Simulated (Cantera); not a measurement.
Source: NASA polynomial tables (part measured, part estimated), evaluated in Cantera. Values are per mole of reaction as written; species without (g) are pure solids or liquids, kept so even where they would boil at 1 bar.

Problem. Between 673 and 1473 K, where is each reaction favourable under standard conditions?
- 2 HCl(g) + Mg ⇌ MgCl2(g) + H2(g)

Solution. 
- 2 HCl(g) + Mg ⇌ MgCl2(g) + H2(g): ΔG° is -209 kJ at 673 K and -207 kJ at 1473 K; it stays negative (K > 1). ΔH° is -219 kJ and ΔS° -8 J/K at 1473 K.
